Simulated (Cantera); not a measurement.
A closed system holds: 1 mol Si, 1.9 mol N2O, 870 mol H2, a varied amount of O2, at 1100 K and 0.770 Pa.

Cantera equilibrium calculation (NASA polynomials, part measured and part estimated; ideal gas, pure solids and liquids). Candidate condensed phases: H2O, Si, SiO2, Si2N2O, Si3N4; 35 gas species. Mutual solubility and eutectic melting of coexisting phases are not modelled. Kinetics and transport are ignored.

log p: log10 of the partial pressure in bar; n: condensed amount in mol.

| n(O2) (mol) | log p H2 | log p H2O | log p N2 | log p SiO | n SiO2(β-quartz) | n Si2N2O(s) |
|---|---|---|---|---|---|---|
| 0.011 | -5.11 | -11.33 | -7.78 | -9.46 | 0.935 | 0.0131 |
| 0.019 | -5.11 | -11.33 | -7.78 | -9.46 | 0.945 | 0.00773 |
| 0.034 | -5.11 | … | -7.78 | … | 0.967 | 0 |
| 0.06 | -5.11 | -9.73 | -7.78 | -11.06 | 0.999 | 0 |
| 0.11 | -5.11 | -8.97 | -7.78 | -11.82 | 1.000 | 0 |
| 0.19 | -5.11 | -8.61 | -7.78 | -12.19 | 1.000 | 0 |
| 0.34 | -5.11 | -8.29 | -7.78 | -12.50 | 1.000 | 0 |
| 0.6 | -5.12 | … | -7.78 | … | 1.000 | 0 |
| 1.1 | -5.12 | -7.73 | -7.78 | -13.06 | 1.000 | 0 |

**Question.** What belongs in the gaps?

**Answer.** 
- 0.6, log p H2O: -8.01
- 0.6, log p SiO: -12.78
- 0.034, log p H2O: -11.25
- 0.034, log p SiO: -9.54
